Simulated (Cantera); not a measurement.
An isothermal, constant-pressure homogeneous reactor starts with NO : N2 = 1 : 4.5 (molar parts), at 1625 K and 40000 Pa. Integrator tolerance rtol = 1e-08.

Model: GRI-Mech 3.0 (53 species, 325 reactions), integrated in Cantera.

Task: What does this change do: pressure from 40000 Pa to 100000 Pa?

Result: 
```
quantity                                           before                                     after
----------------  ---------------------------------------  ----------------------------------------
x(NO) at 20.0 s     0.162 (gas-phase equilibrium 0.00152)     0.139 (gas-phase equilibrium 0.00152)
x(NO2) at 20.0 s  8.80e-5 (gas-phase equilibrium 2.37e-6)  0.000170 (gas-phase equilibrium 3.75e-6)
x(N2O) at 20.0 s  9.40e-6 (gas-phase equilibrium 6.13e-8)   7.15e-6 (gas-phase equilibrium 9.69e-8)
x(O) at 20.0 s    3.35e-6 (gas-phase equilibrium 9.30e-6)   2.96e-6 (gas-phase equilibrium 5.88e-6)
x(O2) at 20.0 s     0.0100 (gas-phase equilibrium 0.0901)     0.0215 (gas-phase equilibrium 0.0901)
x(N2) at 20.0 s       0.828 (gas-phase equilibrium 0.908)       0.840 (gas-phase equilibrium 0.908)
```

Task: What does this change do: temperature 1625 to 2150 K?

Result: 
| quantity | before | after |
|---|---|---|
| x(NO) at 20.0 s | 0.162 (gas-phase equilibrium 0.00152) | 0.00776 (gas-phase equilibrium 0.00776) |
| x(NO2) at 20.0 s | 8.80e-5 (gas-phase equilibrium 2.37e-6) | 4.30e-6 (gas-phase equilibrium 4.30e-6) |
| x(N2O) at 20.0 s | 9.40e-6 (gas-phase equilibrium 6.13e-8) | 2.93e-7 (gas-phase equilibrium 2.93e-7) |
| x(O) at 20.0 s | 3.35e-6 (gas-phase equilibrium 9.30e-6) | 0.000914 (gas-phase equilibrium 0.000914) |
| x(O2) at 20.0 s | 0.0100 (gas-phase equilibrium 0.0901) | 0.0865 (gas-phase equilibrium 0.0865) |
| x(N2) at 20.0 s | 0.828 (gas-phase equilibrium 0.908) | 0.905 (gas-phase equilibrium 0.905) |
